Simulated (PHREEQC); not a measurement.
A solution holds 0.015 mol/kgw NH4Cl, 0.26 mol/kgw K2HPO4, 0.00064 mol/kgw NaCl and 0.28 mol/kgw NH4HS, at 56 °C. Closed to the air; pH follows from the charge balance.

Computed with PHREEQC (ion-association model, wateq4f.dat).

This is a speciation only: nothing precipitates in the calculation.

Problem. Estimate the pH.

Solution. pH 7.59.

Problem. In which forms is K present?

Solution. K+ 94 %, KHPO4- 5.6 % of the K.

Caution: at this ionic strength the ion-association model is outside its range; a Pitzer model would be the better tool where its parameters exist. H3PO4, which wateq4f.dat lacks, is added to it with the constant of phreeqc.dat. At this temperature some constants are extrapolated from 25 °C, and those without enthalpy data are left unchanged. The polysulfide entries of wateq4f.dat were taken out for this run.
